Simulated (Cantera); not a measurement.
Charge: 1 mol TEOS, 0.21 mol N₂O, 0.82 mol H₂, held at 0.00440 bar.

Cantera equilibrium calculation (NASA polynomials, part measured and part estimated; ideal gas, pure solids and liquids). Candidate condensed phases: C, C₆H₆, C₇H₈, C₈H₁₈, H₂O, Si, SiC, SiO₂, Si₂N₂O, Si₃N₄; 151 gas species. The feed counts by its element totals alone. Rates play no part. All values below are at 1548 K.

Base state: H₂ 0.710, CO 0.276, N₂ 0.0137, SiO 0.000656, H 0.000391, HCN 0.000145, C₂H₂ (acetylene) 1.11e-5 (mole fractions); condensed: C(graphite) + SiC(s).

Problem. What changes in the equilibrium state with this change: TEOS replaced by HMDSO?

Solution. 
| species | before | after |
|---|---|---|
| H₂ | 0.710 | 0.873 |
| CO | 0.276 | 0.107 |
| N₂ | 0.0137 | 0.0186 |
| SiO | 0.000656 | 0.000256 |
| HCN | 0.000145 | 0.000187 |
| C₂H₂ (acetylene) | 1.11e-5 | 1.37e-5 |
| H | 0.000391 | 0.000434 |
| C(graphite), mol | 2.81 | 2.79 |
| SiC(s), mol | 0.990 | 2.00 |
